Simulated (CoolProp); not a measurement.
100 sccm (0 °C, 1 atm) of nitrogen bubbles through liquid n-hexane at 302.9 K and leaves saturated at a total pressure of 0.15 MPa (ideal gas phase). Each further row changes one setting.

Values from CoolProp's reference Helmholtz-energy equation of state, Thol 2019.

```tsv
case	vapour pressure (kPa)	mole fraction of vapour	delivery (mg/min)	delivery (sccm)	change of delivery for a bath 1 K warmer (%)
as stated	24.7	0.165	?	19.7	5.1
bath temperature 307.9 K	30.3	?	?	?	5.2
total pressure 0.3 MPa	24.7	0.0823	?	8.97	4.7
```

Question: Fill in the missing entries.

Answer: 
- as stated, delivery (mg/min): 75.7
- bath temperature 307.9 K, mole fraction of vapour: 0.202
- bath temperature 307.9 K, delivery (mg/min): 97.3
- bath temperature 307.9 K, delivery (sccm): 25.3
- total pressure 0.3 MPa, delivery (mg/min): 34.5
